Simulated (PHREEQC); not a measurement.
Make-up at 25 °C: 0.033 mol Pb(NO3)2, 0.0033 mol HNO3 and 0.44 mol Cu(NO3)2 per kg of water. Closed to the air; pH follows from the charge balance.

All values are PHREEQC results (ion-association model, wateq4f.dat), not measurements.

Each row changes one thing in this solution. Precipitation was switched off in this run.

```tsv
case	pH	CuOH+ (mol/kgw)	Cu2(OH)2+2 (mol/kgw)	Cu(OH)2 (mol/kgw)	SI of Tenorite (CuO)	SI of Cu2(OH)3NO3 (Cu2(OH)3NO3)
as made	2.62	5.77e-7	9.04e-8	2.06e-10	-3.48	-3.90
HNO3 left out	4.02	1.45e-5	5.76e-5	1.31e-7	-0.68	+0.31
diluted 100-fold with water	4.50	9.90e-7	5.44e-7	5.74e-8	?	?
HNO3 from 0.0033 to 0.0066 mol/kgw	2.31	2.89e-7	?	5.15e-11	-4.08	-4.80
Pb(NO3)2 replaced by Mg(NO3)2 at the same molality	2.62	5.75e-7	8.41e-8	2.02e-10	-3.48	-3.89
Pb(NO3)2 from 0.033 to 0.0033 mol/kgw	2.62	5.80e-7	9.54e-8	2.10e-10	-3.48	-3.90
0.03 mol/kgw LiOH added	?	0.000219	0.0132	?	+1.71	+3.87
HNO3 replaced by LiNO3 at the same molality	4.02	1.46e-5	5.75e-5	1.31e-7	-0.67	+0.31
```

Question: What belongs in the gaps?

Answer: 
- diluted 100-fold with water, SI of Tenorite (CuO): -1.18
- diluted 100-fold with water, SI of Cu2(OH)3NO3 (Cu2(OH)3NO3): -2.93
- HNO3 from 0.0033 to 0.0066 mol/kgw, Cu2(OH)2+2 (mol/kgw): 2.25e-8
- 0.03 mol/kgw LiOH added, pH: 5.22
- 0.03 mol/kgw LiOH added, Cu(OH)2 (mol/kgw): 3.17e-5

The ionic strength passes 0.7 mol/kgw, the rough limit of the ion-association models, in as made; HNO3 left out; HNO3 from 0.0033 to 0.0066 mol/kgw; Pb(NO3)2 replaced by Mg(NO3)2 at the same molality; Pb(NO3)2 from 0.033 to 0.0033 mol/kgw; 0.03 mol/kgw LiOH added; HNO3 replaced by LiNO3 at the same molality. Some of these states are supersaturated (in Cu2(OH)3NO3, Cu(OH)2, for instance).
